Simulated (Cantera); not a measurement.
A closed system holds: 1 mol Al, 0.93 mol N2O, 2 mol N2, equilibrated at 1.00 Torr.

These are equilibrium values from Cantera (NASA tables, ideal gas, pure condensed phases), not measurements of a reactor. Candidate condensed phases: Al, AlN, Al2O3; 16 gas species. Equilibrium is a limit: real reactors are often held back by kinetics, nucleation or transport.

Task: At 1925 K, list the 3 most abundant gas species with their mole fractions, and the condensed phases.

Result: N2 0.897, Al 0.0617, Al2O 0.0410. Condensed: Al2O3(s).
